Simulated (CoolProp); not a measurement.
Ethanol along the isobar 6.89 MPa: fugacity coefficient from the reference equation and from simpler models built on Tc = 514.7 K, pc = 6.268 MPa, ω = 0.644; each cubic takes its own stable root.

Model: reference Helmholtz-energy equation of state, Schroeder 2014, in CoolProp.

```tsv
T (K)	phase	reference
282.7	liquid	0.0005238
304.5	liquid	0.001907
326.4	liquid	0.005710
348.2	liquid	0.01444
370.1	liquid	0.03200
392	liquid	0.06318
413.8	liquid	0.1128
435.7	liquid	0.1855
457.5	liquid	0.2827
479.4	liquid	0.4047
501.2	liquid	0.5455
523.1	supercritical	0.6846
544.9	supercritical	0.7511
566.8	supercritical	0.7970
588.6	supercritical	0.8318
610.5	supercritical	0.8594
```

Q: How far does each simpler model (van der Waals, Soave-Redlich-Kwong, Peng-Robinson) lie from the reference over these 16 states: mean and median of the absolute difference, and the worst?

A: 
- van der Waals: mean 1262.8 %, median 92.8 %, worst +11133.3 % at 282.7 K and 6.89 MPa
- Soave-Redlich-Kwong: mean 3.7 %, median 3.6 %, worst -10.8 % at 282.7 K and 6.89 MPa
- Peng-Robinson: mean 4.2 %, median 4.6 %, worst -7.3 % at 544.9 K and 6.89 MPa
